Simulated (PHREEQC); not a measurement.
Dissolve 0.46 mol/kgw CaCl2, 0.00034 mol/kgw Na2SO4 and 0.0009 mol/kgw MgSO4 at 85 °C. Closed to the air; pH follows from the charge balance.

All values are PHREEQC results (ion-association model, phreeqc.dat), not measurements.

```json
[
 {"quantity": "CaSO4 (mol/kgw)", "before": "0.000817", "after": "6.35e-5"},
 {"quantity": "SO4-2 (mol/kgw)", "before": "0.000416", "after": "6.01e-5"},
 {"quantity": "MgSO4 (mol/kgw)", "before": "6.64e-6", "after": "4.30e-7"},
 {"quantity": "NaSO4- (mol/kgw)", "before": "2.49e-7", "after": "8.19e-9"},
 {"quantity": "MgOH+ (mol/kgw)", "before": "1.67e-7", "after": "2.12e-8"},
 {"quantity": "CaOH+ (mol/kgw)", "before": "2.59e-8", "after": "5.34e-9"},
 {"quantity": "SI of Gypsum (CaSO4:2H2O)", "before": "-0.62", "after": "-1.83"},
 {"quantity": "SI of Halite (NaCl)", "before": "-5.21", "after": "-7.09"}
]
```

**Question.** Which change was made?
A. diluted 5-fold with water
B. MgSO4 from 0.0009 to 9e-05 mol/kgw
C. CaCl2 from 0.46 to 0.092 mol/kgw
D. diluted 10-fold with water

**Answer.** D, diluted 10-fold with water

This is a speciation only: nothing precipitates in the calculation. The ionic strength passes 0.7 mol/kgw, the rough limit of the ion-association models, in before. Away from 25 °C the constants follow the database's enthalpies or fits; those with neither stay at their 25 °C values.
